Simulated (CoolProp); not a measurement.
n-decane at several states: density (kg/m³) from the reference equation and from simpler models built on Tc = 617.7 K, pc = 2101 kPa, ω = 0.488; each cubic takes its own stable root.

Values from CoolProp's reference Helmholtz-energy equation of state, Lemmon 2006. It is a short technical equation, of lower accuracy than the large ones.

| T (K) | p (kPa) | phase | reference |
|---|---|---|---|
| 408.8 | 126 | liquid | 638.0 |
| 291.5 | 158 | liquid | 731.7 |
| 298.7 | 581 | liquid | 726.5 |

Question: How far does each simpler model (van der Waals, Redlich-Kwong, Peng-Robinson) lie from the reference over these 3 states: mean and median of the absolute difference, and the worst?

Answer: 
- van der Waals: mean 64.3 %, median 47.0 %, worst -99.1 % at 408.8 K and 126 kPa
- Redlich-Kwong: mean 21.3 %, median 21.2 %, worst -21.5 % at 408.8 K and 126 kPa
- Peng-Robinson: mean 6.9 %, median 7.7 %, worst -7.9 % at 291.5 K and 158 kPa

At some of these states van der Waals gives the other phase, because its saturation line lies elsewhere.
